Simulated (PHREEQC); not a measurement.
Polishing slurry liquid: speciation

Solution (94 °C): 140 mmol/kgw H2SO4 and 2.2 mmol/kgw CO2. Closed to the air; pH follows from the charge balance.

Model: ion-association model, phreeqc.dat, run in PHREEQC.

No solid was allowed to form.

What pH, specific conductance does the model give?

pH 0.94; specific conductance 135000 µS/cm.

In which forms is S present?

HSO4- 96 %, SO4-2 3.7 % of the S.

Species that the database lacks are ignored. Away from 25 °C the constants follow the database's enthalpies or fits; those with neither stay at their 25 °C values.
